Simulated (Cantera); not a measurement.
A perfectly stirred reactor is fed with H2 : O2 : N2 = 1 : 0.357 : 1.34 (molar parts), at 1300000 Pa; it is adiabatic with a 325 K inlet, and is followed from long to short residence time, starting on the burning branch (τ in s: 0.31, 0.093, 0.028, 0.0084, 0.0025, 0.00076, 0.00023, 6.8e-05, 2.1e-05).

Cantera simulation using GRI-Mech 3.0 (53 species, 325 reactions); the numbers are that mechanism's predictions, not measurements. The hydrogen kinetics of GRI-Mech 3.0 are dated; newer H2 mechanisms differ, most at raised pressure. The pressure lies above the range GRI-Mech 3.0 was tuned for (to about 10 atm).

Q: What does this change do: N2 1.34 to 2 parts?

A: 
```json
[
 {"quantity": "blow-out, bracketed by the residence times tried", "before": "burning at 21.0 µs, the shortest tried", "after": "burning at 21.0 µs, the shortest tried"},
 {"quantity": "x(H2) at τ = 0.310 s", "before": "0.122", "after": "0.0953"},
 {"quantity": "x(O2) at τ = 0.310 s", "before": "4.39e-6", "after": "1.08e-5"},
 {"quantity": "x(NO2) at τ = 0.310 s", "before": "7.29e-10", "after": "4.66e-12"},
 {"quantity": "x(HO2) at τ = 0.310 s", "before": "7.41e-9", "after": "8.79e-9"},
 {"quantity": "x(H) at τ = 0.310 s", "before": "0.00109", "after": "0.000167"},
 {"quantity": "x(H2) at τ = 2.50 ms", "before": "0.122", "after": "0.0951"},
 {"quantity": "x(O2) at τ = 2.50 ms", "before": "0.000118", "after": "0.000186"},
 {"quantity": "x(NO2) at τ = 2.50 ms", "before": "7.01e-10", "after": "8.12e-11"},
 {"quantity": "x(HO2) at τ = 2.50 ms", "before": "1.37e-7", "after": "7.15e-7"},
 {"quantity": "x(H) at τ = 2.50 ms", "before": "0.00198", "after": "0.00128"}
]
```

Q: What does this change do: pressure from 1300000 Pa to 750000 Pa?

A: 
```tsv
quantity	before	after
blow-out, bracketed by the residence times tried	burning at 21.0 µs, the shortest tried	burning at 21.0 µs, the shortest tried
x(H2) at τ = 0.310 s	0.122	0.122
x(O2) at τ = 0.310 s	4.39e-6	7.05e-6
x(NO2) at τ = 0.310 s	7.29e-10	9.26e-10
x(HO2) at τ = 0.310 s	7.41e-9	9.51e-9
x(H) at τ = 0.310 s	0.00109	0.00142
x(H2) at τ = 2.50 ms	0.122	0.121
x(O2) at τ = 2.50 ms	0.000118	0.000151
x(NO2) at τ = 2.50 ms	7.01e-10	9.16e-10
x(HO2) at τ = 2.50 ms	1.37e-7	1.88e-7
x(H) at τ = 2.50 ms	0.00198	0.00316
```
